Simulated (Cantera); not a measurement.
Input: 1 mol SiH₂Cl₂, 0.49 mol NH₃, 32 mol N₂, at 1330 Pa.

Cantera equilibrium calculation (NASA polynomials, part measured and part estimated; ideal gas, pure solids and liquids). Candidate condensed phases: NH₄Cl, Si, Si₃N₄; 28 gas species. The tables' values for SiCl₃ are old estimates; treat these amounts as uncertain. Rates play no part. All values below are at 1500 K.

Base state: N₂ 0.921, HCl 0.0449, H₂ 0.0279, SiCl₂ 0.00570, SiCl₃ 0.000440, SiCl₄ 0.000108, Cl 3.30e-5, H 2.55e-5 (mole fractions); condensed: Si₃N₄(s).

### Question
What changes in the equilibrium state with this change: SiH₂Cl₂ replaced by SiCl₄?

### Answer
```csv
species,before,after
N₂,0.921,0.930
HCl,0.0449,0.0399
SiCl₂,0.00570,0.0172
H₂,0.0279,0.00121
SiCl₄,0.000108,0.00595
SiCl₃,0.000440,0.00568
H,2.55e-5,5.31e-6
Cl,3.30e-5,0.000141
"Si₃N₄(s), mol",0.262,0
```
